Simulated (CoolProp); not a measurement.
Computed with CoolProp (reference Helmholtz-energy equation of state, Setzmann 1991).

Give the vapour pressure (kPa), liquid density (kg/m³), vapour density (kg/m³), liquid viscosity (µPa s) of saturated methane at -163.15 °C.


```tsv
T (°C)	p (kPa)	liquid density (kg/m³)	vapour density (kg/m³)	liquid viscosity (µPa s)
-163.15	88.1	425	1.60	121
```

Viscosity comes from a separate model (Quiñones-Cisneros 2006).
